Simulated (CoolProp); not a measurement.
Vapour-liquid equilibrium of n-perfluorobutane (1) + R365MFC (2) at 79.05 °C; x and y are mole fractions of (1).

Values from CoolProp's multi-fluid Helmholtz-energy mixture model, Gao 2022 and Lemmon 2016; pair parameters Bell 2016.

| x | bubble pressure, mixture model (bar) | bubble pressure, Raoult's law (bar) | y, mixture model | y, Raoult's law |
|---|---|---|---|---|
| 0.05 | 4.710 | 3.822 | 0.278 | 0.148 |
| 0.15 | 6.541 | 4.610 | 0.496 | 0.368 |
| 0.25 | 7.717 | 5.398 | 0.589 | 0.524 |
| 0.35 | 8.527 | 6.185 | 0.645 | 0.640 |
| 0.45 | 9.147 | 6.973 | 0.688 | 0.730 |
| 0.55 | 9.674 | 7.761 | 0.729 | 0.801 |
| 0.65 | 10.15 | 8.549 | 0.772 | 0.860 |
| 0.75 | 10.59 | 9.337 | 0.821 | 0.908 |
| 0.85 | 10.96 | 10.12 | 0.881 | 0.949 |
| 0.95 | 11.23 | 10.91 | 0.956 | 0.984 |

The largest gap from Raoult's law is +43.0 % in bubble pressure, at x = 0.25. No azeotrope shows between x = 0.05 and 0.95.

Pair parameters are fitted to limited data, so mixtures are less certain than the pure fluids.
